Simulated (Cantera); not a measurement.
An isothermal, constant-pressure homogeneous reactor starts with 1.37 % CH4, 98.0 % H2, 0.617 % CO2, at 2123 K and 90.0 Torr.

Computed with Cantera and GRI-Mech 3.0 (53 species, 325 reactions). GRI-Mech 3.0 stops at C3 and has no aromatics, soot or wall deposition, so with more carbon than oxygen in the feed, carbon stays in small species such as C2H2 where larger ones or solid carbon would form.

x: mole fraction; the columns are a selection and need not sum to one.

| t (s) | x CH4 | x H2 | x CO2 | x C2H | x HO2 | x C2H2 | x H2O |
|---|---|---|---|---|---|---|---|
| 4.00e-5 | 0.0136 | 0.980 | 0.00616 | <1e-12 | <1e-12 | 3.42e-9 | 8.46e-6 |
| 0.000120 | 0.0135 | 0.979 | 0.00609 | 7.31e-12 | <1e-12 | 2.94e-7 | 7.72e-5 |
| 0.000359 | 0.0130 | 0.977 | 0.00551 | 1.54e-9 | <1e-12 | 2.12e-5 | 0.000653 |
| 0.00108 | … | 0.971 | … | … | <1e-12 | … | … |
| 0.00323 | 0.00635 | 0.969 | 5.12e-5 | 7.28e-7 | <1e-12 | 0.00299 | 0.00594 |
| 0.00967 | 0.00233 | 0.970 | 7.52e-6 | 1.39e-6 | <1e-12 | 0.00519 | 0.00572 |
| 0.0290 | … | 0.971 | 7.35e-6 | 1.64e-6 | <1e-12 | 0.00581 | … |
| 0.0868 | 0.000465 | 0.972 | 6.61e-6 | 1.56e-6 | <1e-12 | 0.00541 | 0.00398 |
| 0.260 | 0.000309 | 0.973 | 4.19e-6 | 1.31e-6 | <1e-12 | 0.00452 | 0.00204 |
| 0.780 | 0.000143 | 0.974 | 9.76e-7 | 1.11e-6 | <1e-12 | 0.00380 | 0.000409 |
| 2.34 | 5.66e-5 | 0.974 | 1.58e-8 | 1.07e-6 | <1e-12 | 0.00365 | 6.42e-6 |
| 7.00 | 5.32e-5 | 0.974 | 1.68e-10 | 1.07e-6 | <1e-12 | 0.00365 | 6.81e-8 |

Task: Complete the blanks.

Result: 
- 0.00108, x CH4: 0.0111
- 0.00108, x CO2: 0.00250
- 0.00108, x C2H: 9.52e-8
- 0.00108, x C2H2: 0.000543
- 0.00108, x H2O: 0.00363
- 0.0290, x CH4: 0.000808
- 0.0290, x H2O: 0.00517
